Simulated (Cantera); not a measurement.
Input: 1 mol Si, 0.51 mol HCl, 0.3 mol H2, held at 627 °C and 0.120 bar.

These are equilibrium values from Cantera (NASA tables, ideal gas, pure condensed phases), not measurements of a reactor. Candidate condensed phases: Si; 19 gas species. The tables' values for SiCl3 are old estimates; treat these amounts as uncertain. Equilibrium is a limit: real reactors are often held back by kinetics, nucleation or transport.

Q: What is the equilibrium state?

A: 
- x(H2) = 0.794
- x(SiCl4) = 0.153
- x(SiHCl3) = 0.0435
- x(HCl) = 0.00792
- x(SiH2Cl2) = 0.00118
- x(SiCl3) = 0.000587
- x(SiCl2) = 0.000107
- x(SiH3Cl) = 7.75e-6
- n(Si(s)) = 0.866 mol
- gas amount = 0.6762 mol
